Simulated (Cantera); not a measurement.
A perfectly stirred reactor is fed with CH4 : CO2 = 1 : 0.41 (molar parts), at 7130 Torr; it is held at 2223 K, and followed from long to short residence time.

Model: GRI-Mech 3.0 (53 species, 325 reactions), integrated in Cantera. GRI-Mech 3.0 stops at C3 and has no aromatics, soot or wall deposition, so with more carbon than oxygen in the feed, carbon stays in small species such as C2H2 where larger ones or solid carbon would form.

What does this change do: pressure from 7130 Torr to 308 Torr?


```
quantity                 before    after
---------------------  --------  -------
x(CH4) at τ = 1.00 s    0.00653  0.00112
x(CO2) at τ = 1.00 s    1.76e-5  6.00e-5
x(O) at τ = 1.00 s     5.85e-11  3.64e-9
x(H2) at τ = 1.00 s       0.597    0.597
x(H) at τ = 1.00 s      0.00162  0.00767
x(CH4) at τ = 18.0 ms    0.0105  0.00949
x(CO2) at τ = 18.0 ms  0.000854  0.00312
x(O) at τ = 18.0 ms     2.50e-9  1.17e-7
x(H2) at τ = 18.0 ms      0.587    0.571
x(H) at τ = 18.0 ms     0.00160  0.00634
```

What does this change do: temperature 2223 to 1748 K?


| quantity | before | after |
|---|---|---|
| x(CH4) at τ = 1.00 s | 0.00653 | 0.0834 |
| x(CO2) at τ = 1.00 s | 1.76e-5 | 0.00418 |
| x(O) at τ = 1.00 s | 5.85e-11 | 5.12e-12 |
| x(H2) at τ = 1.00 s | 0.597 | 0.505 |
| x(H) at τ = 1.00 s | 0.00162 | 5.29e-5 |
| x(CH4) at τ = 18.0 ms | 0.0105 | 0.142 |
| x(CO2) at τ = 18.0 ms | 0.000854 | 0.0477 |
| x(O) at τ = 18.0 ms | 2.50e-9 | 2.20e-11 |
| x(H2) at τ = 18.0 ms | 0.587 | 0.368 |
| x(H) at τ = 18.0 ms | 0.00160 | 4.10e-5 |
